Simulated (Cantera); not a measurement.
Input: 1 mol Si₃N₄, 0.45 mol CO₂, 2.5 mol N₂, equilibrated at 1825 K and 13300 Pa.

Cantera equilibrium calculation (NASA polynomials, part measured and part estimated; ideal gas, pure solids and liquids). Candidate condensed phases: C, Si, SiC, SiO₂, Si₂N₂O, Si₃N₄; 34 gas species. Mutual solubility and eutectic melting of coexisting phases are not modelled. The numbers say what is thermodynamically allowed, not how fast it happens.

Base state: N₂ 0.994, CO 0.00445, SiO 0.00168 (mole fractions); condensed: SiC(s) + Si₂N₂O(s) + Si₃N₄(s).

What changes in the equilibrium state with this change: temperature from 1825 K to 1723 K?


```json
[
 {"species": "N₂", "before": "0.994", "after": "0.997"},
 {"species": "CO", "before": "0.00445", "after": "0.00245"},
 {"species": "SiO", "before": "0.00168", "after": "0.000180"},
 {"species": "SiC(s), mol", "before": "0.436", "after": "0.442"},
 {"species": "Si₂N₂O(s), mol", "before": "0.881", "after": "0.892"},
 {"species": "Si₃N₄(s), mol", "before": "0.266", "after": "0.258"}
]
```
